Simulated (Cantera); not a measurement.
Mixture: CH₄ : CO : O₂ : N₂ = 1 : 0.35 : 1.36 : 5.11 (molar parts), equivalence ratio 1.6, at 10.0 bar, adiabatic and at constant pressure. Ignition delay is the time to a rise of 400 K.

Computed with Cantera and GRI-Mech 3.0 (53 species, 325 reactions).

### Question
What does this change do: pressure from 10.0 bar to 1.70 bar?

### Answer
| quantity | before | after |
|---|---|---|
| delay at 1050 K | 0.101 s | 0.616 s |
| delay at 1200 K | 9.73 ms | 51.6 ms |
| delay at 1350 K | 1.42 ms | 6.33 ms |
| delay at 1500 K | 0.270 ms | 1.05 ms |
| apparent activation energy between 1425 and 1575 K | 190 kJ/mol | 200 kJ/mol |

### Question
What does this change do: 0.036 parts H2 added?

### Answer
```tsv
quantity	before	after
delay at 1050 K	0.101 s	33.1 ms
delay at 1200 K	9.73 ms	5.58 ms
delay at 1350 K	1.42 ms	1.05 ms
delay at 1500 K	0.270 ms	0.224 ms
apparent activation energy between 1425 and 1575 K	190 kJ/mol	180 kJ/mol
```
